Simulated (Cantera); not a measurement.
A closed system holds: 1 mol SiCl4, 2.8 mol O2, 50 mol H2, held at 1.00 bar.

Equilibrium computed with Cantera from the NASA thermochemical tables; the gas is ideal and each condensed phase is pure. Candidate condensed phases: H2O, Si, SiO2; 30 gas species. Kinetics and transport are ignored. All values below are at 1125 K.

Base state: H2 0.854, HCl 0.0769, H2O 0.0692 (mole fractions); condensed: SiO2(β-quartz).

### Question
What changes in the equilibrium state with this change: O2 from 2.8 to 1.6 mol?

### Answer
```
species              before   after
-------------------  ------  ------
H2                    0.854   0.900
HCl                  0.0769  0.0769
H2O                  0.0692  0.0231
SiO2(β-quartz), mol    1.00    1.00
```
